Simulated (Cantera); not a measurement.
An isothermal, constant-pressure homogeneous reactor starts with H₂ : O₂ : N₂ = 1.2 : 1 : 5.3 (molar parts), at 950 K and 0.130 bar.

Cantera simulation using the H2/O2 subset of GRI-Mech 3.0, which has no nitrogen chemistry; the numbers are that mechanism's predictions, not measurements. Radical loss at walls, strong at low pressure, is not modelled. The temperature is held fixed by assumption; the heat of reaction is taken as removed at once.

One state of this run: x H₂ = 0.158; x O₂ = 0.133; x HO₂ = 1.33e-5; x H = 0.000839; x OH = 4.28e-5; x H₂O = 0.00130. x: mole fraction; the columns are a selection and need not sum to one.

### Question
Which value of t (s) does it belong to?
A) 3.84
B) 10.0
C) 0.00183
D) 0.000271

### Answer
C, 0.00183
